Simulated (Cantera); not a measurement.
Input: 1 mol SiHCl3, 0.0038 mol C3H8, 5.9 mol H2, equilibrated at 1.00 bar.

Method: chemical equilibrium by Gibbs-energy minimisation in Cantera with the NASA 1993 tables (ideal gas, pure condensed phases). Candidate condensed phases: C, C6H6, C7H8, C8H18, Si, SiC; 109 gas species. Mutual solubility and eutectic melting of coexisting phases are not modelled. The tables' values for SiCl3, SiCl are old estimates; treat these amounts as uncertain. Gases not in the tables: Si2H6 and higher silanes. Kinetics and transport are ignored. All values below are at 2198 K.

Base state: H2 0.714, HCl 0.184, SiCl2 0.0920, H 0.00470, SiCl3 0.00245, SiCl 0.000983, Cl 0.000884, Si 0.000362 (mole fractions); condensed: Si(l) + SiC(s).

Q: What changes in the equilibrium state with this change: pressure from 1.00 bar to 3.40 mbar?

A: 
```
species        before    after
-----------  --------  -------
H2              0.714    0.593
HCl             0.184    0.202
H             0.00470   0.0736
Si           0.000362   0.0450
Cl           0.000884   0.0183
SiCl2          0.0920   0.0564
SiH2Cl2       5.43e-5  9.40e-8
SiHCl3       0.000123  2.82e-7
Si(l), mol      0.224        0
SiC(s), mol    0.0108        0
```
The tables' values for SiCl, SiCl3 are old estimates; treat these amounts as uncertain.
